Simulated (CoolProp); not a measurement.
Properties of hexamethyldisiloxane (MM) along the isotherm -8.25 °C.

Computed with CoolProp (reference Helmholtz-energy equation of state, Thol 2016).

```json
[
 {"p (MPa)": "0.00305", "phase": "liquid", "density (kg/m³)": "794.1", "cv (kJ/(kg K))": "1.467", "Joule-Thomson coefficient (K/MPa)": "-0.4552", "isothermal compressibility (1/MPa)": "0.001580", "fugacity coefficient": "0.2585"},
 {"p (MPa)": "0.00475", "phase": "liquid", "density (kg/m³)": "794.1", "cv (kJ/(kg K))": "1.467", "Joule-Thomson coefficient (K/MPa)": "-0.4552", "isothermal compressibility (1/MPa)": "0.001580", "fugacity coefficient": "0.1660"},
 {"p (MPa)": "0.0074", "phase": "liquid", "density (kg/m³)": "794.1", "cv (kJ/(kg K))": "1.467", "Joule-Thomson coefficient (K/MPa)": "-0.4552", "isothermal compressibility (1/MPa)": "0.001579", "fugacity coefficient": "0.1066"},
 {"p (MPa)": "0.0115", "phase": "liquid", "density (kg/m³)": "794.1", "cv (kJ/(kg K))": "1.467", "Joule-Thomson coefficient (K/MPa)": "-0.4552", "isothermal compressibility (1/MPa)": "0.001579", "fugacity coefficient": "0.06862"},
 {"p (MPa)": "0.0179", "phase": "liquid", "density (kg/m³)": "794.1", "cv (kJ/(kg K))": "1.467", "Joule-Thomson coefficient (K/MPa)": "-0.4552", "isothermal compressibility (1/MPa)": "0.001579", "fugacity coefficient": "0.04411"},
 {"p (MPa)": "0.0279", "phase": "liquid", "density (kg/m³)": "794.1", "cv (kJ/(kg K))": "1.467", "Joule-Thomson coefficient (K/MPa)": "-0.4553", "isothermal compressibility (1/MPa)": "0.001579", "fugacity coefficient": "0.02833"},
 {"p (MPa)": "0.0435", "phase": "liquid", "density (kg/m³)": "794.1", "cv (kJ/(kg K))": "1.467", "Joule-Thomson coefficient (K/MPa)": "-0.4553", "isothermal compressibility (1/MPa)": "0.001578", "fugacity coefficient": "0.01820"},
 {"p (MPa)": "0.0678", "phase": "liquid", "density (kg/m³)": "794.1", "cv (kJ/(kg K))": "1.467", "Joule-Thomson coefficient (K/MPa)": "-0.4553", "isothermal compressibility (1/MPa)": "0.001578", "fugacity coefficient": "0.01170"},
 {"p (MPa)": "0.105", "phase": "liquid", "density (kg/m³)": "794.2", "cv (kJ/(kg K))": "1.467", "Joule-Thomson coefficient (K/MPa)": "-0.4554", "isothermal compressibility (1/MPa)": "0.001577", "fugacity coefficient": "0.007581"},
 {"p (MPa)": "0.164", "phase": "liquid", "density (kg/m³)": "794.3", "cv (kJ/(kg K))": "1.467", "Joule-Thomson coefficient (K/MPa)": "-0.4555", "isothermal compressibility (1/MPa)": "0.001575", "fugacity coefficient": "0.004880"},
 {"p (MPa)": "0.256", "phase": "liquid", "density (kg/m³)": "794.4", "cv (kJ/(kg K))": "1.467", "Joule-Thomson coefficient (K/MPa)": "-0.4557", "isothermal compressibility (1/MPa)": "0.001572", "fugacity coefficient": "0.003153"},
 {"p (MPa)": "0.398", "phase": "liquid", "density (kg/m³)": "794.5", "cv (kJ/(kg K))": "1.467", "Joule-Thomson coefficient (K/MPa)": "-0.4560", "isothermal compressibility (1/MPa)": "0.001568", "fugacity coefficient": "0.002055"},
 {"p (MPa)": "0.62", "phase": "liquid", "density (kg/m³)": "794.8", "cv (kJ/(kg K))": "1.467", "Joule-Thomson coefficient (K/MPa)": "-0.4565", "isothermal compressibility (1/MPa)": "0.001561", "fugacity coefficient": "0.001347"},
 {"p (MPa)": "0.966", "phase": "liquid", "density (kg/m³)": "795.3", "cv (kJ/(kg K))": "1.467", "Joule-Thomson coefficient (K/MPa)": "-0.4572", "isothermal compressibility (1/MPa)": "0.001551", "fugacity coefficient": "0.0008926"}
]
```
